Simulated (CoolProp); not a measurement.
Vapour-liquid equilibrium of methanol (1) + m-xylene (2) at 192.85 °C; x and y are mole fractions of (1).

Computed with CoolProp (multi-fluid Helmholtz-energy mixture model, de Reuck 1993 and Zhou 2012; pair parameters Bell 2016).

```csv
x,bubble pressure (MPa),y at the bubble point,dew pressure at overall composition x (MPa),liquid density (mol/L)
0.05,___,0.486,___,6.768
0.15,1.277,0.696,0.4247,7.186
0.25,1.654,0.760,0.4860,7.661
0.35,1.929,0.795,___,8.212
0.45,2.154,___,0.6758,8.865
0.55,___,0.842,0.8370,___
0.65,2.584,0.867,___,10.66
0.75,2.821,0.897,___,11.95
0.85,3.082,0.933,2.434,13.70
0.95,3.365,0.976,3.197,16.12
```

Fill in the missing entries.


- 0.05, bubble pressure (MPa): 0.7262
- 0.05, dew pressure at overall composition x (MPa): 0.3756
- 0.35, dew pressure at overall composition x (MPa): 0.5661
- 0.45, y at the bubble point: 0.819
- 0.55, bubble pressure (MPa): 2.366
- 0.55, liquid density (mol/L): 9.660
- 0.65, dew pressure at overall composition x (MPa): 1.097
- 0.75, dew pressure at overall composition x (MPa): 1.581

No azeotrope shows between x = 0.05 and 0.95.

Pair parameters are fitted to limited data, so mixtures are less certain than the pure fluids. With so large a gap from Raoult's law the liquid may split in two, which this calculation doesn't test in full.
